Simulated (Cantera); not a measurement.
Carbon deposition, reforming and gasification: acetone + NH₃ + H₂

Input: 1 mol acetone, 0.51 mol NH₃, a varied amount of H₂, held at 2450 K and 0.000110 bar.

Method: chemical equilibrium by Gibbs-energy minimisation in Cantera with the NASA 1993 tables (ideal gas, pure condensed phases). Candidate condensed phases: C, C₆H₆, C₇H₈, C₈H₁₈, H₂O; 136 gas species. The feed counts by its element totals alone. The numbers say what is thermodynamically allowed, not how fast it happens.

From 6 mol H₂ to 82 mol H₂ the condensed part is C(graphite). The main C-bearing gas is CO throughout. The share of C in condensed phases is highest at 6 mol H₂ (57.9 %) and lowest at 82 mol H₂ (5.4 %).

```tsv
n(H₂) (mol)	x H	x H₂	x CO	x N₂	x HCN	n C(graphite)
6	0.764	0.159	0.0557	0.0123	0.00276	1.74
15	0.787	0.169	0.0301	0.00630	0.00203	1.54
25	0.796	0.173	0.0199	0.00397	0.00163	1.33
34	0.800	0.175	0.0153	0.00294	0.00141	1.14
44	0.803	0.176	0.0121	0.00225	0.00124	0.932
53	0.805	0.177	0.0102	0.00185	0.00113	0.748
63	0.806	0.177	0.00873	0.00153	0.00103	0.545
72	0.807	0.178	0.00770	0.00132	0.000953	0.363
82	0.808	0.178	0.00681	0.00114	0.000886	0.162
```
x: gas mole fraction; n: condensed amount in mol.
